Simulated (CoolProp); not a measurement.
Model: reference Helmholtz-energy equation of state, Lemmon 2006, in CoolProp. It is a short technical equation, of lower accuracy than the large ones.

Q: For acetone, give the phase and the Z, cp (kJ/(kg K)), speed of sound (m/s) at 30.45 °C and 4.68 MPa; -67.05 °C and 0.207 MPa; 265.25 °C and 8.55 MPa.

A: 
- 30.45 °C and 4.68 MPa: liquid; Z 0.137, cp 2.15, speed of sound 1170
- -67.05 °C and 0.207 MPa: liquid; Z 0.00794, cp 2.00, speed of sound 1610
- 265.25 °C and 8.55 MPa: supercritical; Z 0.286, cp 4.12, speed of sound 236
